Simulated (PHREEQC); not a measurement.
0.74 g of hydrous ferric oxide (600 m²/g; 0.2 weak and 0.005 strong sites per Fe, Dzombak-Morel constants, diffuse double layer) in 1 kg of water with 0.005 mol/kgw of an inert sodium salt and 0.0059 mmol/kgw Ag2SO4 and 0.0023 mmol/kgw SrCl2, at 25 °C; the pH is set by adding NaOH or the inert anion's acid. Oxygen alone is held at its pressure in air (log pO2 = -0.68). The system is closed to CO2. No solid was allowed to form.

Base run: PHREEQC, ion-association model, wateq4f.dat. Each further column changes one thing. The table gives Ag sorbed (%).

| pH | base | no electrostatic term (-no_edl) | background salt from 0.005 to 0.0005 mol/kgw | oxide from 0.74 to 3.7 g/kgw |
|---|---|---|---|---|
| 4 | 0.3 | 0.0 | 0.5 | 1.6 |
| 5.33 | 9.8 | 0.2 | 10.8 | 35.2 |
| 6 | 33.3 | 3.4 | 34.8 | 72.5 |
| 6.67 | 68.1 | 36.8 | 69.2 | 92.6 |
| 8 | 97.5 | 97.5 | 97.7 | 99.6 |
| 9.33 | 99.9 | 99.7 | 99.9 | 100.0 |
| 10 | 100.0 | 99.8 | 100.0 | 100.0 |
| 10.67 | 100.0 | 99.8 | 100.0 | 100.0 |
| 12 | 100.0 | 99.3 | 100.0 | 100.0 |
